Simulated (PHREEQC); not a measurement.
Consider water at 76 °C with 0.19 mol Pb(NO3)2, 0.2 mol KBr and 0.0021 mol LiCl per kg of water. Closed to the air; pH follows from the charge balance.

Equilibrium calculation in PHREEQC: ion-association model, wateq4f.dat.

No solid was allowed to form.

Question: Order these Br species by the share of Br that they hold, largest first: Br-, PbBr+, PbBr2.

Answer: PbBr+ (54 %), Br- (45 %), PbBr2 (1.0 %)

The pH is 4.52 and the ionic strength 0.470 mol/kgw. The solution is supersaturated, for example in Pb(OH)2, so a real one may precipitate; this is no full list. Constants without temperature data keep their 25 °C values here.
